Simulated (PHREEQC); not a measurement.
Dissolve 2.2 mmol/kgw NaH2PO4, 38 mmol/kgw NH3 and 18 mmol/kgw NaCl at 25 °C. Closed to the air; pH follows from the charge balance.

Equilibrium calculation in PHREEQC: ion-association model, wateq4f.dat.

This is a speciation only: nothing precipitates in the calculation.

Predict the pH, ionic strength.

pH 10.45; ionic strength 0.0250 mol/kgw.

In which forms is N present?

NH3 93 %, NH4+ 6.8 % of the N.

H3PO4, which wateq4f.dat lacks, is added to it with the constant of phreeqc.dat.
